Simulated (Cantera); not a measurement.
**Catalytic combustion on Pt**

An isothermal plug-flow reactor at 650 K and 1.00 bar (inlet), inlet velocity 0.82 m/s, active area per volume 1400 1/m; feed H2 : O2 : N2 = 0.0096 : 0.061 : 0.79 (molar parts).

Detailed kinetics in Cantera: Deutschmann's 1995 Pt surface mechanism with GRI-Mech 3.0 gas chemistry. Catalytic surfaces can have several steady states; this one follows from the mechanism file's or the stated starting coverage. Mass transfer to the wall is taken as infinitely fast.

```tsv
z (m)	x H2	x O2	x H2O	θ free Pt	θ O*	θ OH*
6.5e-05	0.00574	0.0684	0.00544	0.145	0.847	0.00874
0.00012	0.00404	0.0676	0.00715	0.103	0.889	0.00800
0.00021	0.00271	0.0669	0.00849	0.0698	0.923	0.00700
0.00037	0.00170	0.0665	0.00950	0.0443	0.950	0.00583
0.00065	0.00103	0.0662	0.0102	0.0270	0.968	0.00469
0.0012	0.000572	0.0659	0.0106	0.0155	0.981	0.00363
0.0021	0.000324	0.0658	0.0109	0.00955	0.988	0.00287
0.0037	0.000171	0.0657	0.0110	0.00622	0.991	0.00233
0.0065	7.93e-5	0.0657	0.0111	0.00454	0.993	0.00200
```
x: gas mole fraction; θ: surface coverage.
